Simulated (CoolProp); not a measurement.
Vapour-liquid equilibrium of methanol (1) + hexamethyldisiloxane (MM) (2) at 39.25 °C; x and y are mole fractions of (1).

The numbers come from the multi-fluid Helmholtz-energy mixture model, de Reuck 1993 and Thol 2016; pair parameters Bell 2016 in CoolProp.

| x | bubble pressure (MPa) | y at the bubble point | dew pressure at overall composition x (MPa) | liquid density (mol/L) |
|---|---|---|---|---|
| 0.05 | 0.01578 | 0.327 | 0.01156 | 4.813 |
| 0.2 | 0.02709 | 0.655 | 0.01354 | 5.632 |
| 0.35 | 0.03317 | 0.747 | 0.01627 | 6.730 |
| 0.5 | 0.03535 | 0.778 | 0.02030 | 8.268 |
| 0.65 | 0.03591 | 0.790 | 0.02679 | 10.55 |
| 0.8 | 0.03626 | 0.815 | 0.03613 | 14.18 |
| 0.95 | 0.03539 | 0.924 | 0.03504 | 20.69 |

y crosses x between x = 0.8 and 0.95: the model has an azeotrope there.

The pair parameters rest on a limited set of measurements; away from them the model extrapolates. With so large a gap from Raoult's law the liquid may split in two, which this calculation doesn't test in full.
